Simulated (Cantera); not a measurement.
A closed system holds: 1 mol C3H8, 0.088 mol H2O, equilibrated at 1048 K.

Method: chemical equilibrium by Gibbs-energy minimisation in Cantera with the NASA 1993 tables (ideal gas, pure condensed phases). Candidate condensed phases: C, C6H6, C7H8, C8H18, H2O; 110 gas species. The ideal-gas law is rough above about 30 bar. Equilibrium is a limit: real reactors are often held back by kinetics, nucleation or transport.

### Question
What share of the C ends up in condensed phases as a function of P (Pa), at 10, 46, 220, 1000, 4600, 22000, 100000, 460000, 2200000, 10000000?

### Answer
| P (Pa) | C condensed (%) | as |
|---|---|---|
| 10 | 97.1 | C(graphite) |
| 46 | 97.1 | C(graphite) |
| 220 | 97.1 | C(graphite) |
| 1000 | 97.0 | C(graphite) |
| 4600 | 96.7 | C(graphite) |
| 22000 | 95.5 | C(graphite) |
| 100000 | 90.9 | C(graphite) |
| 460000 | 77.9 | C(graphite) |
| 2200000 | 59.4 | C(graphite) |
| 10000000 | 46.4 | C(graphite) |
